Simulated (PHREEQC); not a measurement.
Solution (20 °C): 0.0011 mol Cu(BF4)2 and 0.27 mol CuSO4 per kg of water. It is in equilibrium with CO2 at log p = -3.5 (atm). Otherwise closed; pH follows from the charge balance.

Computed with PHREEQC (ion-association model, wateq4f.dat).

No solid was allowed to form.

**Question.** What pH, ionic strength, activity of water does the model give?

**Answer.** pH 3.23; ionic strength 0.506 mol/kgw; activity of water 0.993.

**Question.** In which forms is F present?

**Answer.** BF4- 32 %, F- 30 %, CuF+ 14 %, HF 14 %, BF3OH- 6.0 %, BF2(OH)2- 3.4 % of the F.

Real BF4- forms and hydrolyses slowly; the run takes it at equilibrium.
